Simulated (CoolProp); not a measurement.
Ethylbenzene along the isotherm 346.85 °C: Z from the reference equation and from simpler models built on Tc = 344.0 °C, pc = 3.622 MPa, ω = 0.304; each cubic takes its own stable root.

Computed with CoolProp (reference Helmholtz-energy equation of state, Zhou 2012).

```csv
p (MPa),phase,reference
4.53,supercritical,0.2099
9.06,supercritical,0.3509
13.6,supercritical,0.4943
18.1,supercritical,0.6318
22.6,supercritical,0.7654
27.2,supercritical,0.8987
31.7,supercritical,1.026
36.2,supercritical,1.152
```

Q: How far does each simpler model (van der Waals, Redlich-Kwong, Soave-Redlich-Kwong) lie from the reference over these 8 states: mean and median of the absolute difference, and the worst?

A: 
- van der Waals: mean 43.8 %, median 42.5 %, worst +50.5 % at 346.85 °C and 4.53 MPa
- Redlich-Kwong: mean 13.4 %, median 11.1 %, worst +27.5 % at 346.85 °C and 4.53 MPa
- Soave-Redlich-Kwong: mean 13.7 %, median 11.2 %, worst +28.4 % at 346.85 °C and 4.53 MPa
